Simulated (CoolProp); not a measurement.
Values from CoolProp's reference Helmholtz-energy equation of state, Leachman 2009.

For normal hydrogen, give the phase and the speed of sound (m/s), viscosity (µPa s) at 33.5 K and 0.0364 MPa.


- 33.5 K and 0.0364 MPa: gas; speed of sound 478, viscosity 1.69

Viscosity comes from a separate model (Muzny 2013).
